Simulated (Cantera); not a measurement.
Cantera run, input and output.

```python
import numpy as np
import cantera as ct

gas = ct.Solution("h2o2.yaml")
gas.TPX = 423, 101325, {'H2': 1, 'O2': 0.417, 'N2': 1.57}
flame = ct.FreeFlame(gas, width=0.04)
flame.set_refine_criteria(ratio=3, slope=0.08, curve=0.16)
flame.transport_model = "mixture-averaged"
flame.solve(loglevel=0, auto=True)
z, T = flame.grid, flame.T
thick = (T[-1] - T[0]) / np.gradient(T, z).max()
show = ['H2', 'O2', 'H2O2', 'O', 'HO2', 'H']
print(f"laminar burning velocity  {flame.velocity[0] * 100:.3f} cm/s")
print(f"burnt temperature         {T[-1]:.1f} K")
print(f"thermal thickness         {thick * 1e3:.4f} mm")
print(f"grid points               {len(z)}")
z0 = z[flame.heat_release_rate.argmax()]
print(f"{'z/mm':>9s}{'T/K':>9s}{'u/(m/s)':>9s}" + "".join(f"{s:>11s}" for s in show))
rows = []
for k in (-3, -2, -1.5, -1, -0.5, -0.25, 0, 0.25, 0.5, 1, 2, 4, 8):
    zz = z0 + k * thick
    rows.append([k * thick, np.interp(zz, z, T), np.interp(zz, z, flame.velocity),
                 *(np.interp(zz, z, flame.X[gas.species_index(s)]) for s in show)])
    print(f"{rows[-1][0] * 1e3:9.3f}{rows[-1][1]:9.1f}{rows[-1][2]:9.3f}" + "".join(f"{x:11.3e}" for x in rows[-1][3:]))
```

Output:

```
laminar burning velocity  464.581 cm/s
burnt temperature         2443.0 K
thermal thickness         0.3945 mm
grid points               117
     z/mm      T/K  u/(m/s)         H2         O2       H2O2          O        HO2          H
   -1.184    423.0    4.646  3.348e-01  1.396e-01  1.152e-15  1.251e-14  6.597e-14  4.186e-17
   -0.789    423.0    4.646  3.348e-01  1.396e-01  8.870e-14  6.748e-13  4.752e-12  2.280e-15
   -0.592    423.0    4.646  3.348e-01  1.396e-01  4.660e-12  2.232e-11  2.357e-10  7.890e-14
   -0.395    423.0    4.646  3.347e-01  1.396e-01  8.840e-10  1.768e-09  4.271e-08  3.375e-11
   -0.197    431.8    4.720  3.312e-01  1.402e-01  2.984e-06  1.277e-06  8.793e-05  6.405e-06
   -0.099    667.8    7.095  2.978e-01  1.364e-01  6.156e-05  1.710e-04  3.081e-04  3.561e-03
    0.000   1158.0   11.860  1.986e-01  1.015e-01  7.642e-06  3.717e-03  1.027e-04  3.273e-02
    0.099   1497.5   15.134  1.021e-01  4.176e-02  3.066e-06  8.792e-03  3.730e-05  6.176e-02
    0.197   1658.4   16.646  7.417e-02  2.001e-02  1.868e-06  9.155e-03  1.643e-05  6.397e-02
    0.395   1817.2   18.068  7.052e-02  1.323e-02  9.866e-07  7.928e-03  9.440e-06  5.305e-02
    0.789   1974.2   19.418  7.106e-02  1.004e-02  5.177e-07  5.986e-03  6.188e-06  3.975e-02
    1.578   2122.1   20.645  6.996e-02  6.976e-03  2.952e-07  3.976e-03  3.827e-06  2.794e-02
    3.156   2248.4   21.659  6.773e-02  4.312e-03  1.860e-07  2.305e-03  2.216e-06  1.858e-02
```

Detailed kinetics in Cantera: the H2/O2 subset of GRI-Mech 3.0, which has no nitrogen chemistry. Burning velocities carry a grid error of a few per cent, more on coarse grids.
